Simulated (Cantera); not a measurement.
Input: 1 mol CH₂F₂, 0.37 mol F₂, at 3398 K and 0.133 bar.

Equilibrium computed with Cantera from the NASA thermochemical tables; the gas is ideal and each condensed phase is pure. Candidate condensed phases: C, C₆H₆, C₇H₈, C₈H₁₈; 95 gas species. Rates play no part.

Task: What is the equilibrium state?

Result: 
```json
{
  "x(HF)": "0.575",
  "x(F)": "0.226",
  "x(C₃)": "0.0704",
  "x(H)": "0.0486",
  "x(CF)": "0.0482",
  "x(C)": "0.00962",
  "x(C₂)": "0.00861",
  "x(CF₂)": "0.00646",
  "x(C₅)": "0.00301",
  "gas_amount": "3.178 mol",
  "log10 activity of C(graphite) (absent)": "-0.05"
}
```
